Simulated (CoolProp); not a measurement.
Vapour-liquid equilibrium of R125 (1) + R143a (2) at 0.119 MPa; x and y are mole fractions of (1).

Model: multi-fluid Helmholtz-energy mixture model, Lemmon 2005 and Lemmon and Jacobsen 2000; pair parameters Lemmon 2004, in CoolProp.

```tsv
x	bubble temperature, mixture model (K)	bubble temperature, Raoult's law (K)	y, mixture model	y, Raoult's law
0.05	229.5	229.3	0.046	0.052
0.2	229.7	229.2	0.192	0.207
0.35	229.8	229.0	0.349	0.360
0.5	229.7	228.9	0.510	0.511
0.65	229.5	228.7	0.670	0.660
0.8	229.1	228.6	0.821	0.807
0.95	228.6	228.4	0.958	0.952
```

The largest gap from Raoult's law is +0.8 K in bubble temperature, at x = 0.5. y crosses x between x = 0.35 and 0.5: the model has an azeotrope there.

The pair parameters rest on a limited set of measurements; away from them the model extrapolates.
